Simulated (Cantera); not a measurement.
Feed: 1 mol CCl₄, 0.6 mol F₂, 0.11 mol H₂, at 0.00160 bar.

Method: chemical equilibrium by Gibbs-energy minimisation in Cantera with the NASA 1993 tables (ideal gas, pure condensed phases). Candidate condensed phases: C, C₆H₆, C₇H₈, C₈H₁₈; 118 gas species. Condensed phases not in the tables: fluorocarbon polymer. Gases not in the tables: C₂F₆ and larger saturated fluorocarbons, chlorinated aromatics. Equilibrium is a limit: real reactors are often held back by kinetics, nucleation or transport.

x: gas mole fraction; n: condensed amount in mol.

```csv
T (°C),x Cl,x Cl₂,x F,x CF₄,x HCl,x HF,x CF₂,n C(graphite)
377,2.86e-6,0.777,<1e-12,0.116,0.0907,0.00112,<1e-12,0.685
527,0.000207,0.783,<1e-12,0.117,0.0847,0.00671,<1e-12,0.698
677,0.00392,0.784,6.06e-11,0.114,0.0710,0.0199,7.61e-10,0.707
827,0.0331,0.764,1.40e-8,0.108,0.0524,0.0367,9.74e-8,0.719
977,0.158,0.657,8.62e-7,0.0975,0.0335,0.0495,3.73e-6,0.730
1127,0.449,0.399,2.14e-5,0.0797,0.0170,0.0526,6.08e-5,0.739
1277,___,___,___,___,___,0.0497,___,0.747
1427,0.857,___,___,___,___,0.0485,___,0.747
1577,0.871,0.00769,0.0137,0.0430,0.000853,0.0480,0.0151,0.735
1727,0.841,0.00208,0.0524,0.0189,0.000408,0.0461,0.0383,0.724
1877,0.802,0.000650,0.111,0.00188,0.000314,0.0439,0.0382,0.794
2027,0.783,0.000244,0.151,6.31e-5,0.000364,0.0428,0.0190,0.889
2177,0.774,0.000105,0.171,1.74e-6,0.000492,0.0420,0.00756,0.934
2327,0.769,5.03e-5,0.176,5.47e-8,0.000686,0.0411,0.00288,0.920
```

Q: Some entries are withheld; supply them.

A: 
- 1277, x Cl: 0.744
- 1277, x Cl₂: 0.135
- 1277, x F: 0.000280
- 1277, x CF₄: 0.0628
- 1277, x HCl: 0.00645
- 1277, x CF₂: 0.000551
- 1427, x Cl₂: 0.0318
- 1427, x F: 0.00236
- 1427, x CF₄: 0.0542
- 1427, x HCl: 0.00222
- 1427, x CF₂: 0.00344
